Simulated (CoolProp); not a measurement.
The fluid at 298.15 K and 0.186 MPa expands adiabatically to 0.0135 MPa with isentropic efficiency 0.85. The same conditions are run with several fluids, on thermodynamics alone (safety and materials aside).

Computed with CoolProp (reference Helmholtz-energy equation of state of each fluid (chlorine: Thol 2021; R22: Kamei 1995; propylene: Lemmon 2013; fluorine: de Reuck 1990)).

Problem. Rank chlorine, R22, propylene, fluorine by work (kJ/kg), highest first.

Solution. propylene (108), fluorine (104), chlorine (58.6), R22 (51.2)

```csv
fluid,final temperature (K),final phase,final density (kg/m³)
chlorine,201.5,"two-phase, vapour fraction 0.948",0.606
R22,208.5,gas,0.678
propylene,217.3,gas,0.316
fluorine,167.6,gas,0.368
```
